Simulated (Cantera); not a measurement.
# Adiabatic ignition

An adiabatic, constant-pressure homogeneous reactor starts with CH3OH : O2 : N2 : CO2 = 1 : 0.75 : 2.03 : 0.037 (molar parts), equivalence ratio 2.0, at 1100 K and 100000 Pa.

Model: GRI-Mech 3.0 (53 species, 325 reactions), integrated in Cantera. GRI-Mech 3.0 was tuned for natural gas; its chemistry of methanol as a main component is partial and can be far from experiment.

```json
[
 {"t (s)": "9.00e-6", "T (K)": "1100", "x CH3OH": "0.262", "x O2": "0.196", "x CO2": "0.00969", "x CO": "1.39e-9", "x CH4": "3.67e-10"},
 {"t (s)": "2.28e-5", "T (K)": "1100", "x CH3OH": "0.262", "x O2": "0.196", "x CO2": "0.00969", "x CO": "3.52e-9", "x CH4": "1.97e-9"},
 {"t (s)": "5.80e-5", "T (K)": "1100", "x CH3OH": "0.262", "x O2": "0.196", "x CO2": "0.00969", "x CO": "8.95e-9", "x CH4": "8.60e-9"},
 {"t (s)": "0.000147", "T (K)": "1100", "x CH3OH": "0.262", "x O2": "0.196", "x CO2": "0.00969", "x CO": "2.27e-8", "x CH4": "2.88e-8"},
 {"t (s)": "0.000374", "T (K)": "1100", "x CH3OH": "0.262", "x O2": "0.196", "x CO2": "0.00969", "x CO": "5.79e-8", "x CH4": "8.08e-8"},
 {"t (s)": "0.000949", "T (K)": "1100", "x CH3OH": "0.262", "x O2": "0.196", "x CO2": "0.00969", "x CO": "1.48e-7", "x CH4": "2.13e-7"},
 {"t (s)": "0.00241", "T (K)": "1100", "x CH3OH": "0.262", "x O2": "0.196", "x CO2": "0.00969", "x CO": "3.81e-7", "x CH4": "5.44e-7"},
 {"t (s)": "0.00611", "T (K)": "1100", "x CH3OH": "0.262", "x O2": "0.196", "x CO2": "0.00969", "x CO": "1.02e-6", "x CH4": "1.37e-6"},
 {"t (s)": "0.0155", "T (K)": "1100", "x CH3OH": "0.262", "x O2": "0.196", "x CO2": "0.00969", "x CO": "3.64e-6", "x CH4": "3.40e-6"},
 {"t (s)": "0.0394", "T (K)": "1103", "x CH3OH": "0.260", "x O2": "0.195", "x CO2": "0.00968", "x CO": "0.000183", "x CH4": "7.89e-6"},
 {"t (s)": "0.100", "T (K)": "2408", "x CH3OH": "<1e-12", "x O2": "4.74e-5", "x CO2": "0.0481", "x CO": "0.156", "x CH4": "7.52e-12"}
]
```
x: mole fraction; the columns are a selection and need not sum to one.

| Property | Value |
|---|---|
| time of steepest temperature rise | 47.4 ms |
| temperature at 0.100 s | 2408 K |
| equilibrium temperature | 2407 K |
| x(CH3OH) at 0.100 s | <1e-12 (gas-phase equilibrium <1e-12) |
| x(O2) at 0.100 s | 4.74e-5 (gas-phase equilibrium 4.73e-5) |
| x(CO2) at 0.100 s | 0.0481 (gas-phase equilibrium 0.0481) |
